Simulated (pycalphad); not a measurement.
Computed with pycalphad from the COST 507 light-alloy database (1999), at 1 atm. These are 1990s assessments: newer ones move some temperatures and phases. Diffusion is slow at the low end, where real alloys seldom reach equilibrium.

Problem. How does the equilibrium phase assembly of Ti-1.65Hf-7.04B (at.%) change on cooling from 2850 K to 525 K?

Solution. 
| T (K) | phases above | phases below |
|---|---|---|
| 1819 ± 1 | liquid | BM + liquid |
| 1814.3 | BM + liquid | bcc + BM |
| 1142.5 | bcc + BM | bcc + BM + hcp |
| 1138.4 | bcc + BM + hcp | BM + hcp |
Changes were sought between steps of 75 K, so a narrower field can be missed.

Database names, with the compositions (at.%) that they take in these runs: BM: Ti 50 B 50.
